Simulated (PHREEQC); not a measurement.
## Alkaline etch or developer (model solution)

Solution (25 °C): 0.0098 mol/kgw NH3. It is in equilibrium with CO2 at log p = -2 (atm). Otherwise closed; pH follows from the charge balance.

All values are PHREEQC results (ion-association model, phreeqc.dat), not measurements.

```
Quantity                        Value
--------------------  ---------------
pH                               7.75
ionic strength        0.00956 mol/kgw
specific conductance       1060 µS/cm
total alkalinity          9.80 meq/kg
```

```csv
species,molality,activity,log γ
NH4+,0.00952,0.00856,-0.046
HCO3-,0.00946,0.00857,-0.042
CO2,0.000340,0.000340,0.001
NH3,0.000276,0.000277,0.001
CO3-2,3.37e-5,2.28e-5,-0.170
OH-,6.36e-7,5.73e-7,-0.045
H+,1.93e-8,1.76e-8,-0.039
(CO2)2,2.12e-9,2.13e-9,0.001
```

Precipitation was switched off in this run.
